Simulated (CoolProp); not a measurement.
Vapour-liquid equilibrium of n-hexane (1) + cyclohexane (2) at 0.0364 MPa; x and y are mole fractions of (1).

The numbers come from the multi-fluid Helmholtz-energy mixture model, Thol 2019 and Zhou 2014; pair parameters Bell 2016 in CoolProp.

| x | bubble temperature, mixture model (°C) | bubble temperature, Raoult's law (°C) | y, mixture model | y, Raoult's law |
|---|---|---|---|---|
| 0.05 | 49.2 | 49.4 | 0.080 | 0.073 |
| 0.125 | 48.0 | 48.5 | 0.187 | 0.176 |
| 0.2 | 47.0 | 47.6 | 0.283 | 0.272 |
| 0.275 | 46.0 | 46.7 | 0.371 | 0.362 |
| 0.35 | 45.1 | 45.8 | 0.451 | 0.447 |
| 0.425 | 44.3 | 45.0 | 0.526 | 0.526 |
| 0.5 | 43.5 | 44.2 | 0.597 | 0.600 |
| 0.575 | 42.8 | 43.4 | 0.663 | 0.671 |
| 0.65 | 42.1 | 42.7 | 0.727 | 0.737 |
| 0.725 | 41.5 | 41.9 | 0.789 | 0.799 |
| 0.8 | 40.9 | 41.2 | 0.849 | 0.858 |
| 0.875 | 40.3 | 40.5 | 0.907 | 0.914 |
| 0.95 | 39.8 | 39.8 | 0.963 | 0.966 |

The largest gap from Raoult's law is -0.7 K in bubble temperature, at x = 0.35. No azeotrope shows between x = 0.05 and 0.95.

Pair parameters are fitted to limited data, so mixtures are less certain than the pure fluids.
